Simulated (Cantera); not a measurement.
A Cantera script and what it prints.

```python
import numpy as np
import cantera as ct

gas_names = """
    CL CLO CL2 Fe FeCL FeCL2 FeCL3 FeO Fe(OH)2 Fe2CL4 Fe2CL6 H HCL HOCL HO2 H2 H2O H2O2 O OH O2 O3
""".split()
cond_names = """
    Fe(a) Fe(c) Fe(d) Fe(L) FeCL2(s) FeCL2(L) FeCL3(s) FeCL3(L) FeO(s) FeO(L) Fe(OH)2(s) Fe(OH)3(s)
    Fe2O3(s) Fe3O4(s) H2O(s) H2O(L)
""".split()


# ... load() reads the species with a 1 bar reference pressure and builds the phases ...
atoms = {
    'Fe2O3': {'Fe': 2, 'O': 3},
    'HCl': {'H': 1, 'CL': 1},
    'H2': {'H': 2},
}
top_T = {'Fe2O3(s)': 1830, 'Fe3O4(s)': 1870}  # K; cautious upper limits of use, not melting points


# ... equilibrate(T, P, feed) seeds the gas with the atoms and calls Mixture.equilibrate('TP', solver="vcs", rtol=1e-11, max_steps=5000) ...
results = []
feed = {'Fe2O3': 1, 'HCl': 2.8, 'H2': 6.1}  # mol
P = 350000  # Pa
for T in [950, 1000, 1050, 1100, 1150, 1200, 1250]:
    mix = equilibrate(T, P, feed)
    results.append((T, P, feed, dict(zip(mix.species_names, mix.species_moles))))

top = {s: max(r[3][s] / sum(r[3][g] for g in gas_names) for r in results) for s in gas_names}
cols = sorted((s for s in top if top[s] > 1e-05), key=lambda s: -top[s])[:8]
seen = [c for c in cond_names if any(r[3].get(c, 0) > 1e-12 for r in results)]
print("log10 of partial pressures in bar; condensed amounts in mol")
print(f"{'T/K':>10s}" + "".join(f"{s[:9]:>10s}" for s in cols + seen))
for T, P, feed, n in results:
    ng = sum(n[g] for g in gas_names)
    print(f"{T:10.4g}" + "".join(f"{np.log10(max(n[s] / ng * P / 1e5, 1e-99)):10.3f}" for s in cols)
          + "".join(f"{n.get(c, 0):10.4g}" for c in seen))
```

Output:

```
log10 of partial pressures in bar; condensed amounts in mol
       T/K        H2       HCL       H2O     FeCL2    Fe2CL4     FeCL3     Fe(c)  FeCL2(s)  FeCL2(L)    FeO(s)
       950     0.340    -0.266    -0.120    -2.086    -2.721    -5.293         0    0.7402         0     1.232
      1000     0.330    -0.180    -0.170    -1.695    -2.332    -4.856         0         0    0.5427     1.387
      1050     0.318    -0.111    -0.229    -1.345    -1.989    -4.471         0         0    0.2883     1.551
      1100     0.304    -0.065    -0.285    -1.061    -1.743    -4.170         0         0         0     1.689
      1150     0.304    -0.077    -0.276    -0.972    -1.858    -4.126         0         0         0      1.66
      1200     0.300    -0.089    -0.257    -0.905    -1.991    -4.098   0.03559         0         0     1.597
      1250     0.293    -0.099    -0.226    -0.856    -2.139    -4.082     0.118         0         0     1.491
```

Cantera equilibrium calculation (NASA polynomials, part measured and part estimated; ideal gas, pure solids and liquids). Mutual solubility and eutectic melting of coexisting phases are not modelled. The tables' stoichiometric FeO is somewhat more stable than real wüstite, so its field is too wide. FeO: taken at fixed stoichiometry.
